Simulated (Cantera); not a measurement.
Source: NASA polynomial tables (part measured, part estimated), evaluated in Cantera. Values are per mole of reaction as written; species without (g) are pure solids or liquids, kept so even where they would boil at 1 bar.

3 PbO + PbS(g) → 4 Pb + SO₃(g)

```
T (K)  ΔH° (kJ)  ΔS° (J/K)  ΔG° (kJ)  log10 K    condensed phases
-----  --------  ---------  --------  -------  ------------------
448         ___        ___       ___      ___     PbO(red), Pb(s)
548         ___        ___       ___      ___     PbO(red), Pb(s)
648         ___        ___       ___      ___     PbO(red), Pb(l)
748       142.3       81.9      81.1    -5.66     PbO(red), Pb(l)
848         ___        ___       ___      ___  PbO(yellow), Pb(l)
```

Problem. What belongs in the gaps?

Solution. 
- 448, ΔH° (kJ): 128.0
- 448, ΔS° (J/K): 58.5
- 448, ΔG° (kJ): 101.9
- 448, log10 K: -11.88
- 548, ΔH° (kJ): 126.2
- 548, ΔS° (J/K): 54.7
- 548, ΔG° (kJ): 96.2
- 548, log10 K: -9.17
- 648, ΔH° (kJ): 143.9
- 648, ΔS° (J/K): 84.1
- 648, ΔG° (kJ): 89.4
- 648, log10 K: -7.20
- 848, ΔH° (kJ): 140.7
- 848, ΔS° (J/K): 79.9
- 848, ΔG° (kJ): 73.0
- 848, log10 K: -4.50
